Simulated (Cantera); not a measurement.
SiHCl3 + CH4 + H2 (silicon carbide growth)

A closed system holds: 1 mol SiHCl3, 0.58 mol CH4, 30 mol H2, at 2400 K and 8.20 mbar.

Equilibrium computed with Cantera from the NASA thermochemical tables; the gas is ideal and each condensed phase is pure. Candidate condensed phases: C, C6H6, C7H8, C8H18, Si, SiC; 109 gas species. The tables' values for SiCl are old estimates; treat these amounts as uncertain. Gases not in the tables: Si2H6 and higher silanes. Kinetics and transport are ignored.

| Quantity | Result |
|---|---|
| x(H2) | 0.740 |
| x(H) | 0.151 |
| x(HCl) | 0.0686 |
| x(Si) | 0.0200 |
| x(Cl) | 0.00999 |
| x(C2H2 (acetylene)) | 0.00420 |
| x(SiC2) | 0.00313 |
| x(SiCl) | 0.000859 |
| x(Si2C) | 0.000795 |
| gas amount | 37.06 mol |
| log10 activity of C(graphite) (absent) | -0.04 |
| log10 activity of Si(l) (absent) | -1.12 |
